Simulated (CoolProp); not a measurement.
Values from CoolProp's reference Helmholtz-energy equation of state, Gao 2016.

Give the vapour pressure (MPa), vapour density (kg/m³), enthalpy of vaporisation (kJ/kg), surface tension (mN/m) of saturated sulfur dioxide at 38.95 °C.


```json
[
 {"T (°C)": "38.95", "p (MPa)": "0.611", "vapour density (kg/m³)": "16.6", "enthalpy of vaporisation (kJ/kg)": "342", "surface tension (mN/m)": "19.0"}
]
```

Surface tension comes from a separate correlation (Mulero 2012).
